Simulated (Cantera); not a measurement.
## Stirred combustor or abatement burner

A perfectly stirred reactor is fed with 12.3 % CH3OH, 18.4 % O2, 69.3 % N2, equivalence ratio 1.0, at 5.00 bar; it is adiabatic with a 650 K inlet, and is followed from long to short residence time, starting on the burning branch (τ in s: 0.048, 0.023, 0.011, 0.0056, 0.0028, 0.0013, 0.00066, 0.00032, 0.00016, 7.8e-05, 3.8e-05).

Detailed kinetics in Cantera: GRI-Mech 3.0 (53 species, 325 reactions). GRI-Mech 3.0 was tuned for natural gas; its chemistry of methanol as a main component is partial and can be far from experiment.

| τ (s) | T (K) | x CH3OH | x O2 | x CO2 | x CH2CO | x C2H | x HO2 | x HCN |
|---|---|---|---|---|---|---|---|---|
| 0.048 | 2429 | 3.08e-7 | 0.00700 | 0.100 | 1.90e-10 | <1e-12 | 2.10e-6 | 6.00e-8 |
| 0.023 | 2427 | 6.28e-7 | 0.00730 | 0.1000 | 3.85e-10 | <1e-12 | 2.22e-6 | 1.02e-7 |
| 0.011 | 2423 | 1.26e-6 | 0.00781 | 0.0995 | 7.66e-10 | <1e-12 | 2.43e-6 | 1.51e-7 |
| 0.0056 | 2415 | 2.35e-6 | 0.00852 | 0.0987 | 1.40e-9 | 1.22e-12 | 2.75e-6 | 1.87e-7 |
| 0.0028 | 2401 | 4.32e-6 | 0.00953 | 0.0973 | 2.52e-9 | 2.71e-12 | 3.31e-6 | 2.04e-7 |
| 0.0013 | 2376 | 8.17e-6 | 0.0111 | 0.0949 | 4.61e-9 | 5.26e-12 | 4.39e-6 | 2.02e-7 |
| 0.00066 | 2344 | 1.39e-5 | 0.0129 | 0.0920 | 7.73e-9 | 8.42e-12 | 6.04e-6 | 1.96e-7 |
| 0.00032 | 2299 | 2.40e-5 | 0.0152 | 0.0881 | 1.40e-8 | 1.46e-11 | 9.02e-6 | 2.06e-7 |
| 0.00016 | 2248 | 4.03e-5 | 0.0178 | 0.0839 | 2.76e-8 | 3.01e-11 | 1.38e-5 | 2.51e-7 |
| 7.8e-5 | 2186 | 7.05e-5 | 0.0210 | 0.0789 | 6.42e-8 | 8.03e-11 | 2.18e-5 | 3.59e-7 |
| 3.8e-5 | 2117 | 0.000130 | 0.0250 | 0.0727 | 1.72e-7 | 2.50e-10 | 3.58e-5 | 5.64e-7 |
x: mole fraction; the columns are a selection and need not sum to one.
